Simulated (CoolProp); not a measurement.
Computed with CoolProp (reference Helmholtz-energy equation of state, de Vries 1995).

Give the vapour pressure (MPa), vapour density (kg/m³), liquid cp (kJ/(kg K)), surface tension (mN/m) of saturated R124 at 12.15, 53.45 °C.


```tsv
T (°C)	p (MPa)	vapour density (kg/m³)	liquid cp (kJ/(kg K))	surface tension (mN/m)
12.15	0.252	15.8	1.11	11.2
53.45	0.847	52.4	1.22	6.38
```

Surface tension comes from a separate correlation (Mulero 2012).
